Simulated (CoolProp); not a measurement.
Vapour-liquid equilibrium of dimethyl ether (1) + 1-butene (2) at 0.328 bar; x and y are mole fractions of (1).

The numbers come from the multi-fluid Helmholtz-energy mixture model, Wu 2011 and Lemmon 2005; pair parameters Bell 2016 in CoolProp.

### Question
Give the bubble temperature and the first vapour's composition at x = 0.45, 0.65, 0.95. Is there an azeotrope?

### Answer
x = 0.45: 230.1 K, y = 0.663; x = 0.65: 227.9 K, y = 0.792; x = 0.95: 225.5 K, y = 0.967. No azeotrope shows between x = 0.05 and 0.95.

Pair parameters are fitted to limited data, so mixtures are less certain than the pure fluids.
